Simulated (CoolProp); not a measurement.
A Linde-Hampson liquefier for ethane: isothermal reversible compression at 320 K from 1 atm to 25 MPa, throttling to 1 atm, return gas leaving the recuperator 0 K below the feed. Each further row changes one setting.

The numbers come from the reference Helmholtz-energy equation of state, Bücker 2006 in CoolProp.

| case | liquid yield per pass | compression work (kJ/kg of gas) |
|---|---|---|
| as stated | 0.467 | 378 |
| high pressure 50 MPa | 0.451 | 436 |
| warm-end temperature 350 K | 0.390 | 443 |
| warm-end gap 5 K | 0.460 | 378 |
